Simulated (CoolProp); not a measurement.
Vapour-liquid equilibrium of dimethyl ether (1) + n-butane (2) at 213.4 K; x and y are mole fractions of (1).

Computed with CoolProp (multi-fluid Helmholtz-energy mixture model, Wu 2011 and Bücker 2006; pair parameters Bell 2016).

Problem. Give the bubble pressure and the first vapour's composition at x = 0.75, 0.85, 0.95. Is there an azeotrope?

Solution. x = 0.75: 0.1519 bar, y = 0.865; x = 0.85: 0.1577 bar, y = 0.909; x = 0.95: 0.1628 bar, y = 0.965. No azeotrope shows between x = 0.05 and 0.95.

The pair parameters rest on a limited set of measurements; away from them the model extrapolates.
